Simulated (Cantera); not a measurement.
What does this Cantera script print?

```python
import numpy as np
import cantera as ct

gas_names = """
    AL ALC ALH ALN AL2 C CH CH2 CH3 CH4 CN C2 C2H C2H2,acetylene C2H2,vinylidene C2H3,vinyl CH3CN C2H4
    C2H5 C2H6 CCN CNC C2N2 C3 C3H3,propargyl C3H4,allene C3H4,propyne C3H4,cyclo- C3H5,allyl
    C3H6,propylene C3H6,cyclo- C3H7,n-propyl C3H7,i-propyl C3H8 C4 C4H2 C4H4,1,3-cyclo- C4H6,butadiene
    C4H6,2-butyne C4H6,cyclo- C4H8,1-butene C4H8,cis2-buten C4H8,tr2-butene C4H8,isobutene C4H8,cyclo-
    C4H9,n-butyl C4H9,i-butyl C4H9,s-butyl C4H9,t-butyl C4H10,isobutane C4H10,n-butane C4N2 C5
    C5H6,1,3cyclo- C5H8,cyclo- C5H10,1-pentene C5H10,cyclo- C5H11,pentyl C5H11,t-pentyl C5H12,n-pentane
    C5H12,i-pentane CH3C(CH3)2CH3 C6H2 C6H5,phenyl C6H6 C6H10,cyclo- C6H12,1-hexene C6H12,cyclo-
    C6H13,n-hexyl C7H7,benzyl C7H8 C7H14,1-heptene C7H15,n-heptyl C7H16,n-heptane C8H8,styrene
    C8H10,ethylbenz C8H16,1-octene C8H17,n-octyl C8H18,isooctane C8H18,n-octane C9H19,n-nonyl
    C10H8,naphthale C10H21,n-decyl C12H9,o-bipheny C12H10,bipheny H HCN HCCN HNC H2 N NH NH2 NH3 N2 N2H2
    N2H4
""".split()
cond_names = """
    AL(cr) AL(L) ALN(s) C(gr) C6H6(L) C7H8(L) C8H18(L),n-octa
""".split()


def load(file, names, dense=False):
    # The tables refer to 1 bar. Condensed volumes are neglected.
    table = {s.name: s for s in ct.Species.list_from_file(file)}
    out = []
    for n in names:
        d = dict(table[n].input_data)
        d["thermo"] = dict(d["thermo"], **{"reference-pressure": 1e5})
        if dense:
            d["equation-of-state"] = {"model": "constant-volume", "density": "1e6 g/cm^3"}
        out.append(ct.Species.from_dict(d))
    return out


gas = ct.Solution(thermo="ideal-gas", species=load("nasa_gas.yaml", gas_names))
cond = {s.name: ct.Solution(thermo="fixed-stoichiometry", species=[s], name=s.name)
        for s in load("nasa_condensed.yaml", cond_names, dense=True)}
atoms = {
    'Al(CH3)3': {'AL': 1, 'C': 3, 'H': 9},
    'NH3': {'N': 1, 'H': 3},
    'N2': {'N': 2},
}
top_T = {'ALN(s)': 2750, 'C(gr)': 4500}  # K; cautious upper limits of use, not melting points


def equilibrate(T, P, feed):
    n = {}
    for name, mol in feed.items():
        for a, k in atoms[name].items():
            n[a] = n.get(a, 0.0) + k * mol
    gas.TPX = T, P, n
    mass = sum(n.values()) * gas.mean_molecular_weight
    gas.equilibrate("TP")
    valid = [c for c in cond.values() if c.min_temp <= T <= top_T.get(c.name, c.max_temp)]
    mix = ct.Mixture([(gas, mass / gas.mean_molecular_weight)] + [(c, 0.0) for c in valid])
    mix.T, mix.P = T, P
    mix.equilibrate("TP", solver="vcs", rtol=1e-11, max_steps=5000)
    return mix


results = []
T = 1750  # K
P = 36  # Pa
for m in [0.62, 1.6, 4, 10, 26, 65, 170]:
    feed = {'Al(CH3)3': 1, 'NH3': m, 'N2': 24}  # mol
    mix = equilibrate(T, P, feed)
    results.append((T, P, feed, dict(zip(mix.species_names, mix.species_moles))))

top = {s: max(r[3][s] / sum(r[3][g] for g in gas_names) for r in results) for s in gas_names}
cols = sorted((s for s in top if top[s] > 1e-06), key=lambda s: -top[s])[:9]
seen = [c for c in cond_names if any(r[3].get(c, 0) > 1e-12 for r in results)]
print("log10 of partial pressures in bar; condensed amounts in mol")
print(f"{'n(NH3)':>10s}" + "".join(f"{s[:9]:>10s}" for s in cols + seen))
for T, P, feed, n in results:
    ng = sum(n[g] for g in gas_names)
    print(f"{feed['NH3']:10.4g}" + "".join(f"{np.log10(max(n[s] / ng * P / 1e5, 1e-99)):10.3f}" for s in cols)
          + "".join(f"{n.get(c, 0):10.4g}" for c in seen))
```

Result:

```
log10 of partial pressures in bar; condensed amounts in mol
    n(NH3)        N2        H2        AL         H       HCN       ALH C2H2,acet       HNC    ALN(s)     C(gr)
      0.62    -3.540    -4.194    -5.277    -5.731    -6.188    -7.656    -8.134    -7.659    0.5583     2.943
       1.6    -3.560    -4.118    -5.267    -5.692    -6.160    -7.608    -8.058    -7.631    0.5174     2.935
         4    -3.601    -3.997    -5.247    -5.632    -6.120    -7.527    -7.937    -7.591    0.4147     2.917
        10    -3.678    -3.854    -5.208    -5.560    -6.086    -7.417    -7.793    -7.557    0.1445     2.879
        26    -3.790    -3.723    -5.360    -5.495    -6.077    -7.503    -7.663    -7.548         0     2.793
        65    -3.898    -3.644    -5.652    -5.456    -6.092    -7.755    -7.584    -7.563         0     2.604
       170    -3.978    -3.603    -6.017    -5.435    -6.111    -8.100    -7.543    -7.582         0     2.115
```

Cantera equilibrium calculation (NASA polynomials, part measured and part estimated; ideal gas, pure solids and liquids). The feed counts by its element totals alone.
